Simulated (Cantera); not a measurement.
Cantera run:

```python
import numpy as np
import cantera as ct

gas_names = """
    C CN CO CO2 C2 CCN CNC C2N2 C2O C3 C3O2 C4 C4N2 C5 N NCO NO NO2 NO3 N2 N2O O O2 O3 Si SiC SiC2 SiN
    SiO SiO2 Si2 Si2C Si2N Si3
""".split()
cond_names = """
    C(gr) Si(cr) Si(L) SiC(b) SiO2(Lqz) SiO2(hqz) SiO2(L) Si2N2O(s) Si3N4(a)
""".split()


# ... load() reads the species with a 1 bar reference pressure and builds the phases ...
atoms = {
    'SiC': {'Si': 1, 'C': 1},
    'O2': {'O': 2},
    'N2': {'N': 2},
}
top_T = {'C(gr)': 4500, 'SiC(b)': 3050, 'Si2N2O(s)': 2100, 'Si3N4(a)': 2400}  # K; cautious upper limits of use, not melting points


# ... equilibrate(T, P, feed) seeds the gas with the atoms and calls Mixture.equilibrate('TP', solver="vcs", rtol=1e-11, max_steps=5000) ...
results = []
T = 1675  # K
P = 45  # Pa
for m in [24, 55, 85, 120, 150, 180, 210, 240, 270, 300]:
    feed = {'SiC': 1, 'O2': 0.26, 'N2': m}  # mol
    mix = equilibrate(T, P, feed)
    results.append((T, P, feed, dict(zip(mix.species_names, mix.species_moles))))

top = {s: max(r[3][s] / sum(r[3][g] for g in gas_names) for r in results) for s in gas_names}
cols = sorted((s for s in top if top[s] > 0.0001), key=lambda s: -top[s])[:7]
seen = [c for c in cond_names if any(r[3].get(c, 0) > 1e-12 for r in results)]
print("log10 of partial pressures in bar; condensed amounts in mol")
print(f"{'n(N2)':>10s}" + "".join(f"{s[:9]:>10s}" for s in cols + seen))
for T, P, feed, n in results:
    ng = sum(n[g] for g in gas_names)
    print(f"{feed['N2']:10.4g}" + "".join(f"{np.log10(max(n[s] / ng * P / 1e5, 1e-99)):10.3f}" for s in cols)
          + "".join(f"{n.get(c, 0):10.4g}" for c in seen))
```

It prints:

```
log10 of partial pressures in bar; condensed amounts in mol
     n(N2)        N2        CO       SiO        Si    SiC(b)
        24    -3.356    -5.317    -5.326    -7.027    0.7373
        55    -3.351    -5.667    -5.686    -7.032     0.734
        85    -3.350    -5.849    -5.879    -7.037    0.7309
       120    -3.349    -5.993    -6.034    -7.043    0.7274
       150    -3.348    -6.084    -6.136    -7.048    0.7244
       180    -3.348    -6.159    -6.220    -7.053    0.7215
       210    -3.348    -6.221    -6.292    -7.058    0.7187
       240    -3.348    -6.275    -6.355    -7.062    0.7159
       270    -3.348    -6.322    -6.411    -7.067    0.7132
       300    -3.348    -6.364    -6.462    -7.071    0.7105
```

These are equilibrium values from Cantera (NASA tables, ideal gas, pure condensed phases), not measurements of a reactor.
